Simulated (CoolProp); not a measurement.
Vapour-liquid equilibrium of C3F8 (R218) (1) + c-C4F8 (RC318) (2) at 15.15 °C; x and y are mole fractions of (1).

The numbers come from the multi-fluid Helmholtz-energy mixture model, Lemmon 2006 and Platzer 1990; pair parameters Bell 2016 in CoolProp. This equation is an older, rougher fit; its heat capacities, sound speeds and derivatives of the liquid may be far off and weren't checked against measurements.

```json
[
 {"x": "0.05", "bubble pressure (bar)": "2.313", "y at the bubble point": "0.074", "dew pressure at overall composition x (bar)": "2.292", "liquid density (mol/L)": "7.697"},
 {"x": "0.15", "bubble pressure (bar)": "2.494", "y at the bubble point": "0.237", "dew pressure at overall composition x (bar)": "2.388", "liquid density (mol/L)": "7.714"},
 {"x": "0.25", "bubble pressure (bar)": "2.760", "y at the bubble point": "0.400", "dew pressure at overall composition x (bar)": "2.512", "liquid density (mol/L)": "7.720"},
 {"x": "0.35", "bubble pressure (bar)": "3.111", "y at the bubble point": "0.548", "dew pressure at overall composition x (bar)": "2.667", "liquid density (mol/L)": "7.715"},
 {"x": "0.45", "bubble pressure (bar)": "3.536", "y at the bubble point": "0.671", "dew pressure at overall composition x (bar)": "2.864", "liquid density (mol/L)": "7.698"},
 {"x": "0.55", "bubble pressure (bar)": "4.023", "y at the bubble point": "0.769", "dew pressure at overall composition x (bar)": "3.117", "liquid density (mol/L)": "7.669"},
 {"x": "0.65", "bubble pressure (bar)": "4.556", "y at the bubble point": "0.845", "dew pressure at overall composition x (bar)": "3.452", "liquid density (mol/L)": "7.626"},
 {"x": "0.75", "bubble pressure (bar)": "5.118", "y at the bubble point": "0.904", "dew pressure at overall composition x (bar)": "3.914", "liquid density (mol/L)": "7.567"},
 {"x": "0.85", "bubble pressure (bar)": "5.699", "y at the bubble point": "0.949", "dew pressure at overall composition x (bar)": "4.596", "liquid density (mol/L)": "7.490"},
 {"x": "0.95", "bubble pressure (bar)": "6.291", "y at the bubble point": "0.985", "dew pressure at overall composition x (bar)": "5.715", "liquid density (mol/L)": "7.392"}
]
```

No azeotrope shows between x = 0.05 and 0.95.

The pair parameters rest on a limited set of measurements; away from them the model extrapolates.
